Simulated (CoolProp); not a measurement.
The numbers come from the reference Helmholtz-energy equation of state, Thol 2019 in CoolProp.

Problem. For tetradecamethylhexasiloxane (MD4M), give the phase and the Z, cv (kJ/(kg K)), speed of sound (m/s), Joule-Thomson coefficient (K/MPa) at 296.4 K and 0.0356 MPa.

Solution. 
- 296.4 K and 0.0356 MPa: liquid; Z 0.00746, cv 1.43, speed of sound 958, Joule-Thomson coefficient -0.447
